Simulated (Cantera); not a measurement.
# SiCl4 + Cl2 + H2 (chlorosilane synthesis and conversion)

Input: 1 mol SiCl4, 0.88 mol Cl2, 13 mol H2, equilibrated at 1125 °C and 0.133 bar.

Cantera equilibrium calculation (NASA polynomials, part measured and part estimated; ideal gas, pure solids and liquids). Candidate condensed phases: Si; 19 gas species. The tables' values for SiCl3 are old estimates; treat these amounts as uncertain. Kinetics and transport are ignored.

```yaml
x(H2): 0.747
x(HCl): 0.188
x(SiCl2): 0.0284
x(SiCl4): 0.0195
x(SiCl3): 0.0114
x(SiHCl3): 0.00543
x(SiH2Cl2): 0.000227
x(H): 1.12e-5
x(SiH3Cl): 2.74e-6
gas_amount: 15.40 mol
log10 activity of Si(s) (absent): -0.69
```
